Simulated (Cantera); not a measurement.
Predominance diagram of Na at 950 K against the partial pressures of O2 and S2 (log10, bar). Source: NASA polynomial tables (part measured, part estimated), evaluated in Cantera. Candidates: Na(l), Na2O(s), Na2S(s), Na2SO4(s). Only these pure phases compete in this equilibrium. Not in the tables: pyrosulfates.

Task: Which phase is stable at these pairs, and which metal-bearing vapour leads over it? (-17.8, -9.1); (-11.9, -11.7); (-14.3, -9.1); (-13.1, -7.8); (-22.5, -10.4); (-21.3, -3.9); (-20.1, -3.9)

Result: 
| log p(O2) | log p(S2) | phase | chief vapour | log p (bar) |
|---|---|---|---|---|
| -17.8 | -9.1 | Na2SO4(s) | Na | -8.6 |
| -11.9 | -11.7 | Na2SO4(s) | Na2SO4 | -10.4 |
| -14.3 | -9.1 | Na2SO4(s) | Na2SO4 | -10.4 |
| -13.1 | -7.8 | Na2SO4(s) | Na2SO4 | -10.4 |
| -22.5 | -10.4 | Na2S(s) | Na | -7.0 |
| -21.3 | -3.9 | Na2S(s) | Na | -8.6 |
| -20.1 | -3.9 | Na2S(s) | Na | -8.6 |
